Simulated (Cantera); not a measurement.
An isothermal, constant-pressure homogeneous reactor starts with C₂H₆ : H₂ = 1 : 3 (molar parts), at 1025 K and 5.55 Torr.

Cantera simulation using GRI-Mech 3.0 (53 species, 325 reactions); the numbers are that mechanism's predictions, not measurements. GRI-Mech 3.0 stops at C3 and has no aromatics, soot or wall deposition, so with more carbon than oxygen in the feed, carbon stays in small species such as C2H2 where larger ones or solid carbon would form. Radical loss at walls, strong at low pressure, is not modelled.

Problem. Predict: x(C₂H₆) at 1.00 s; x(H₂) at 1.00 s; x(CH₄) at 1.00 s; x(C₂H₂) at 1.00 s; x(CH₃) at 1.00 s.

Solution. 
- x(C₂H₆) at 1.00 s: 0.215 (gas-phase equilibrium 7.97e-5)
- x(H₂) at 1.00 s: 0.755 (gas-phase equilibrium 0.537)
- x(CH₄) at 1.00 s: 0.00394 (gas-phase equilibrium 0.442)
- x(C₂H₂) at 1.00 s: 1.65e-5 (gas-phase equilibrium 0.00970)
- x(CH₃) at 1.00 s: 5.14e-6 (gas-phase equilibrium 5.40e-7)
